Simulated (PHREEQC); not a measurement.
**City or well water: speciation**

A made-up water analysis in mg/L, 20 °C, pH 7.68, pe 8.9:

| constituent | mg/L |
|---|---|
| Na | 44.4 |
| K | 6.85 |
| Ca | 8.6 |
| Mg | 13 |
| Cl | 43.1 |
| S(6) as SO4 | 43.5 |
| Alkalinity as HCO3 | 90.2 |
| Cd | 1.65 |
| N(5) as NO3 | 0.112 |
| B | 0.00735 |

Cl is adjusted to close the charge balance.
Valence states are taken as typed.

Computed with PHREEQC (ion-association model, phreeqc.dat).

This is a speciation only: nothing precipitates in the calculation.

Problem. What specific conductance does the model give?

Solution. specific conductance 345 µS/cm.

Problem. In which forms is S present?

Solution. SO4-2 92 %, MgSO4 5.4 %, CaSO4 1.8 %, NaSO4- 0.6 % of the S.

Examples of supersaturated solids here: Otavite. Others may be too. Species that the database lacks are ignored.
